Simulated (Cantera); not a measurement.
Cantera with NASA thermochemical tables; ideal gases at 1 bar, condensed phases pure. Values are per mole of reaction as written; species without (g) are pure solids or liquids, kept so even where they would boil at 1 bar.

Ta2O5 + 5 NO(g) ⇌ 2 Ta + 5 NO2(g)

```csv
T (K),ΔH° (kJ),ΔS° (J/K),ΔG° (kJ),log10 K
800,1741.6,48.1,1703.1,-111.20
850,[?],[?],[?],[?]
900,1738.4,44.3,1698.5,-98.58
950,1736.8,42.6,1696.3,-93.27
1000,1735.2,41.0,1694.2,-88.50
1050,1733.6,39.4,1692.2,-84.18
1100,[?],[?],[?],[?]
1150,1730.4,36.5,1688.5,-76.69
1200,[?],[?],[?],[?]
1250,1727.3,33.9,1684.9,-70.41
1300,[?],[?],[?],[?]
```

Some entries are withheld; supply them.


- 850, ΔH° (kJ): 1740.0
- 850, ΔS° (J/K): 46.1
- 850, ΔG° (kJ): 1700.8
- 850, log10 K: -104.52
- 1100, ΔH° (kJ): 1732.0
- 1100, ΔS° (J/K): 37.9
- 1100, ΔG° (kJ): 1690.3
- 1100, log10 K: -80.26
- 1200, ΔH° (kJ): 1728.8
- 1200, ΔS° (J/K): 35.2
- 1200, ΔG° (kJ): 1686.7
- 1200, log10 K: -73.42
- 1300, ΔH° (kJ): 1725.7
- 1300, ΔS° (J/K): 32.6
- 1300, ΔG° (kJ): 1683.3
- 1300, log10 K: -67.63
